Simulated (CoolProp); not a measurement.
R410A along the isotherm 12.15 °C: fugacity coefficient from the reference equation and from simpler models built on Tc = 71.3 °C, pc = 4.901 MPa, ω = 0.296; each cubic takes its own stable root.

Computed with CoolProp (reference Helmholtz-energy equation of state, Lemmon 2003). It is a pseudo-pure fit of the blend.

```json
[
 {"p (MPa)": "2.72", "phase": "liquid", "reference": "0.3669"},
 {"p (MPa)": "4.08", "phase": "liquid", "reference": "0.2537"},
 {"p (MPa)": "5.45", "phase": "liquid", "reference": "0.1971"},
 {"p (MPa)": "6.81", "phase": "liquid", "reference": "0.1635"},
 {"p (MPa)": "8.17", "phase": "liquid", "reference": "0.1413"},
 {"p (MPa)": "9.53", "phase": "liquid", "reference": "0.1255"},
 {"p (MPa)": "10.9", "phase": "liquid", "reference": "0.1138"},
 {"p (MPa)": "12.3", "phase": "liquid", "reference": "0.1046"}
]
```

How far does each simpler model (van der Waals, Redlich-Kwong, Peng-Robinson) lie from the reference over these 8 states: mean and median of the absolute difference, and the worst?


- van der Waals: mean 96.7 %, median 96.7 %, worst +114.6 % at 12.15 °C and 12.3 MPa
- Redlich-Kwong: mean 36.0 %, median 36.1 %, worst +40.2 % at 12.15 °C and 12.3 MPa
- Peng-Robinson: mean 3.5 %, median 3.5 %, worst +4.3 % at 12.15 °C and 12.3 MPa
